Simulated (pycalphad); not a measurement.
Source of the numbers: pycalphad with the COST 507 light-alloy database (1999); pressure 1 atm. These are 1990s assessments: newer ones move some temperatures and phases. Diffusion is slow at the low end, where real alloys seldom reach equilibrium.

Task: How does the equilibrium phase assembly of Al-10.31Mn-1.06Si (at.%) change on cooling from 1577 °C to 227 °C?

Result: 
```csv
T (°C),phases above,phases below
887.6,liquid,ALMNSI_BETA + liquid
884.9,ALMNSI_BETA + liquid,AL4MN + ALMNSI_BETA + liquid
704 ± 1,AL4MN + ALMNSI_BETA + liquid,AL6MN + ALMNSI_BETA + liquid
666 ± 2,AL6MN + ALMNSI_BETA + liquid,AL6MN + ALMNSI_ALPHA + liquid
653.9,AL6MN + ALMNSI_ALPHA + liquid,AL6MN + ALMNSI_ALPHA + fcc
541.2,AL6MN + ALMNSI_ALPHA + fcc,AL12MN + AL6MN + ALMNSI_ALPHA
```
Changes were sought between steps of 25 K, so a narrower field can be missed.

Database names, with the compositions (at.%) that they take in these runs: AL4MN: Al 80 Mn 20; ALMNSI_BETA: Al 72 Mn 23 Si 4; AL6MN: Al 86 Mn 14; ALMNSI_ALPHA: Al 75-78 Mn 17 Si 4-8; AL12MN: Al 92 Mn 8.
